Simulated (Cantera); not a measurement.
# Zr + N2O + H2 (tantalum, niobium, vanadium and zirconium in process gases)

Feed: 1 mol Zr, 14 mol N2O, 100 mol H2, held at 1448.15 K and 6.10 mbar.

Cantera equilibrium calculation (NASA polynomials, part measured and part estimated; ideal gas, pure solids and liquids). Candidate condensed phases: H2O, Zr, ZrN, ZrO2; 28 gas species. The numbers say what is thermodynamically allowed, not how fast it happens.

```
Item                                 Result
--------------------------------  ---------
x(H2)                                 0.772
x(N2)                                 0.123
x(H2O)                                0.105
x(H)                               0.000104
n(ZrO2(monoclinic))                1.00 mol
gas amount                        114.0 mol
log10 activity of Zr(β) (absent)     -15.99
```
